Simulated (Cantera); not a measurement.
A closed system holds: 1 mol Si, 0.65 mol NF₃, 33 mol N₂, 7.2 mol Cl₂, held at 1500 K and 0.0120 Torr.

These are equilibrium values from Cantera (NASA tables, ideal gas, pure condensed phases), not measurements of a reactor. Candidate condensed phases: Si, Si₃N₄; 24 gas species. The tables' values for SiCl₃, SiF₃, SiF₂ are old estimates; treat these amounts as uncertain. Rates play no part.

Base state: N₂ 0.708, Cl 0.271, SiF₄ 0.00969, SiCl₄ 0.00544, SiCl₂ 0.00296, SiCl₃ 0.00225, SiF₃ 0.000850, Cl₂ 0.000344 (mole fractions); condensed: gas only.

Question: What changes in the equilibrium state with this change: temperature from 1500 K to 900 K?

Answer: 
```tsv
species	before	after
N₂	0.708	0.820
Cl₂	0.000344	0.148
SiCl₄	0.00544	0.0126
Cl	0.271	0.00712
SiF₄	0.00969	0.0120
SiCl₂	0.00296	<1e-9
SiCl₃	0.00225	<1e-9
SiF₃	0.000850	<1e-9
SiF₂	4.25e-5	<1e-9
```

Question: What changes in the equilibrium state with this change: pressure from 0.0120 Torr to 100 Torr?

Answer: 
```json
[
 {"species": "N₂", "before": "0.708", "after": "0.800"},
 {"species": "Cl₂", "before": "0.000344", "after": "0.120"},
 {"species": "Cl", "before": "0.271", "after": "0.0555"},
 {"species": "SiCl₄", "before": "0.00544", "after": "0.0123"},
 {"species": "SiF₄", "before": "0.00969", "after": "0.0117"},
 {"species": "SiCl₂", "before": "0.00296", "after": "2.29e-9"},
 {"species": "SiF₂", "before": "4.25e-5", "after": "<1e-9"},
 {"species": "SiF₃", "before": "0.000850", "after": "7.03e-7"},
 {"species": "SiCl₃", "before": "0.00225", "after": "2.98e-6"}
]
```

Question: What changes in the equilibrium state with this change: N₂ from 33 to 10 mol?

Answer: 
```csv
species,before,after
Cl,0.271,0.524
N₂,0.708,0.433
SiF₄,0.00969,0.0197
SiCl₄,0.00544,0.0156
Cl₂,0.000344,0.00129
SiF₂,4.25e-5,2.74e-5
SiCl₃,0.00225,0.00334
SiCl₂,0.00296,0.00227
```
